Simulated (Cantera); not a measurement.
Input: 1 mol SiH₄, 0.88 mol O₃, 61 mol N₂, at 0.0100 bar.

Equilibrium computed with Cantera from the NASA thermochemical tables; the gas is ideal and each condensed phase is pure. Candidate condensed phases: H₂O, Si, SiO₂, Si₂N₂O, Si₃N₄; 35 gas species. The tables hold silica as quartz up to 1696 K and as liquid above; real silica turns to tridymite and cristobalite and melts near 1996 K. Kinetics and transport are ignored.

Which condensed phases are stable at each of these points (T (K)): 875, 975, 1075, 1175, 1275, 1375, 1475, 1575, 1675, 1775, 1875, 1975, 2075?


```csv
T (K),condensed phases,Si condensed (%)
875,SiO₂(β-quartz),100.0
975,SiO₂(β-quartz),100.0
1075,SiO₂(β-quartz),100.0
1175,SiO₂(β-quartz),100.0
1275,SiO₂(β-quartz),100.0
1375,SiO₂(β-quartz),100.0
1475,SiO₂(β-quartz),100.0
1575,SiO₂(β-quartz),100.0
1675,SiO₂(β-quartz),99.8
1775,SiO₂(condensed),98.3
1875,SiO₂(condensed),90.5
1975,SiO₂(condensed),67.7
2075,SiO₂(l),29.2
```

From 875 K to 1675 K the condensed part is SiO₂(β-quartz). From 1775 K to 1975 K the condensed part is SiO₂(condensed). At 2075 K the condensed part is SiO₂(l).
